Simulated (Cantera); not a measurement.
A closed system holds: 1 mol FeS, 2.6 mol H2, 9.9 mol N2, equilibrated at 1673 K and 0.133 bar.

Equilibrium computed with Cantera from the NASA thermochemical tables; the gas is ideal and each condensed phase is pure. Candidate condensed phases: Fe, FeS, FeS2, S; 16 gas species. Metal and sulfide melt together well below either melting point, which pure phases cannot show. Mutual solubility and eutectic melting of coexisting phases are not modelled. FeS: taken at fixed stoichiometry. Equilibrium is a limit: real reactors are often held back by kinetics, nucleation or transport.

**Question.** What is the equilibrium state?

**Answer.** 
```json
{
  "x(N2)": "0.791",
  "x(H2)": "0.204",
  "x(H2S)": "0.00393",
  "x(S2)": "0.000955",
  "x(SH)": "0.000418",
  "x(H)": "0.000141",
  "x(Fe)": "3.01e-5",
  "x(S)": "2.09e-5",
  "n(Fe(δ))": "0.0783 mol",
  "n(FeS(l))": "0.921 mol",
  "gas_amount": "12.52 mol",
  "log10 activity of S(l) (absent)": "-3.32"
}
```
